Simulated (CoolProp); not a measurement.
200 sccm (0 °C, 1 atm) of nitrogen bubbles through liquid hexamethyldisiloxane (MM) at 288.6 K and leaves saturated at a total pressure of 0.101 MPa (ideal gas phase). Each further row changes one setting.

Model: reference Helmholtz-energy equation of state, Thol 2016, in CoolProp.

```csv
case,vapour pressure (kPa),mole fraction of vapour,delivery (mg/min),delivery (sccm),change of delivery for a bath 1 K warmer (%)
as stated,3.37,0.0333,50.0,6.90,?
bath temperature 293.6 K,?,?,66.1,9.13,5.6
total pressure 0.202 MPa,3.37,?,24.6,3.39,5.7
```

### Question
Some entries are withheld; supply them.

### Answer

- as stated, change of delivery for a bath 1 K warmer (%): 5.8
- bath temperature 293.6 K, vapour pressure (kPa): 4.41
- bath temperature 293.6 K, mole fraction of vapour: 0.0436
- total pressure 0.202 MPa, mole fraction of vapour: 0.0167
